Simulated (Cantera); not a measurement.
A perfectly stirred reactor is fed with 14.2 % CH4, 0.441 % H2, 17.9 % O2, 67.4 % N2, at 1000000 Pa; it is adiabatic with a 325 K inlet, and is followed from long to short residence time, starting on the burning branch (τ in s: 0.29, 0.13, 0.056, 0.025, 0.011, 0.0049, 0.0021, 0.00095, 0.00042, 0.00019, 8.2e-05, 3.6e-05, 1.6e-05).

Cantera simulation using GRI-Mech 3.0 (53 species, 325 reactions); the numbers are that mechanism's predictions, not measurements.

Task: Predict: blow-out, bracketed by the residence times tried; x(CH4) at τ = 0.290 s; x(H2) at τ = 0.290 s; x(O2) at τ = 0.290 s; x(NO) at τ = 0.290 s; x(CH4) at τ = 2.10 ms; x(H2) at τ = 2.10 ms; x(O2) at τ = 2.10 ms; x(NO) at τ = 2.10 ms; x(N2O) at τ = 2.10 ms.

Result: 
| Quantity | Value |
|---|---|
| blow-out, bracketed by the residence times tried | burning at 0.950 ms, out at 0.420 ms |
| x(CH4) at τ = 0.290 s | 0.00292 |
| x(H2) at τ = 0.290 s | 0.0922 |
| x(O2) at τ = 0.290 s | 6.06e-5 |
| x(NO) at τ = 0.290 s | 1.16e-6 |
| x(CH4) at τ = 2.10 ms | 0.0141 |
| x(H2) at τ = 2.10 ms | 0.0541 |
| x(O2) at τ = 2.10 ms | 0.00458 |
| x(NO) at τ = 2.10 ms | 6.58e-7 |
| x(N2O) at τ = 2.10 ms | 1.52e-8 |
